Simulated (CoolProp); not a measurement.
Vapour pressure (bar) of R1123: the reference equation beside estimates from Tc = 58.6 °C, pc = 45.49 bar, ω = 0.243. Clausius-Clapeyron is anchored at -34.25 °C with a constant enthalpy of vaporisation of 16.80 kJ/mol.

The numbers come from the reference Helmholtz-energy equation of state, Akasaka 2020 in CoolProp.

```tsv
T (°C)	reference	Lee-Kesler	Clausius-Clapeyron	Soave-Redlich-Kwong
-56.75	1.270	1.261	___	1.263
-52.25	1.577	1.569	1.711	1.570
-47.75	1.937	1.932	2.054	1.932
-43.25	2.358	2.356	___	2.355
-38.75	2.846	2.849	2.897	2.847
-34.25	3.408	3.416	3.408	3.414
-29.75	4.050	4.064	3.985	4.064
-25.15	4.796	4.818	4.648	4.821
-20.65	5.623	___	5.374	5.660
-16.15	6.551	___	6.182	6.604
-11.65	7.590	7.634	7.077	___
-7.15	___	8.798	8.065	8.843
```

**Question.** What belongs in the gaps?

**Answer.** 
- -56.75, Clausius-Clapeyron: 1.415
- -43.25, Clausius-Clapeyron: 2.448
- -20.65, Lee-Kesler: 5.651
- -16.15, Lee-Kesler: 6.588
- -11.65, Soave-Redlich-Kwong: 7.663
- -7.15, reference: 8.747

Absolute difference from the reference over all 12 rows, mean and median: Lee-Kesler 0.4 and 0.5 %, Clausius-Clapeyron 5.1 and 5.0 %, Soave-Redlich-Kwong 0.5 and 0.5 %.
